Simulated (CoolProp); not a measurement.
Computed with CoolProp (reference Helmholtz-energy equation of state, Wu 2012).

Task: For fluoroethane (R161), give the phase and the cp (kJ/(kg K)) at 132.55 °C and 0.036 MPa; 132.55 °C and 0.186 MPa; 132.55 °C and 2.2 MPa.

Result: 
- 132.55 °C and 0.036 MPa: gas; cp 1.56
- 132.55 °C and 0.186 MPa: gas; cp 1.57
- 132.55 °C and 2.2 MPa: gas; cp 1.78
